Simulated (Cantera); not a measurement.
Mixture: CH₄ : H₂ : O₂ : N₂ = 1 : 1.4 : 1.8 : 7.38 (molar parts), equivalence ratio 1.5, at 31000 Pa, adiabatic and at constant pressure. Ignition delay is the time to a rise of 400 K.

Cantera simulation using GRI-Mech 3.0 (53 species, 325 reactions); the numbers are that mechanism's predictions, not measurements.

Q: What does this change do: CH4 1 to 0.41 parts?

A: 
```
quantity                                               before      after
--------------------------------------------------  ---------  ---------
delay at 1100 K                                       4.99 ms   0.939 ms
delay at 1300 K                                      0.957 ms   0.238 ms
delay at 1500 K                                      0.308 ms   0.102 ms
delay at 1700 K                                      0.133 ms    54.5 µs
apparent activation energy between 1600 and 1800 K  90 kJ/mol  67 kJ/mol
```
